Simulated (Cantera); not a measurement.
Input: 1 mol CaCO3, 1.5 mol O2, held at 1398.15 K and 12.0 mbar.

Method: chemical equilibrium by Gibbs-energy minimisation in Cantera with the NASA 1993 tables (ideal gas, pure condensed phases). Candidate condensed phases: C, Ca, CaCO3, CaO; 15 gas species. The numbers say what is thermodynamically allowed, not how fast it happens.

Base state: O2 0.600, CO2 0.400 (mole fractions); condensed: CaO(s).

Task: What changes in the equilibrium state with this change: 0.27 mol NH3 added?

Result: 
| species | before | after |
|---|---|---|
| O2 | 0.600 | 0.457 |
| CO2 | 0.400 | 0.352 |
| H2O | 0 | 0.143 |
| N2 | 0 | 0.0474 |
| NO | 0 | 0.000260 |
| OH | 0 | 0.000132 |
| CaO(s), mol | 1.00 | 1.00 |
Further candidate phases: C6H6, C7H8, C8H18, Ca(OH)2, H2O.
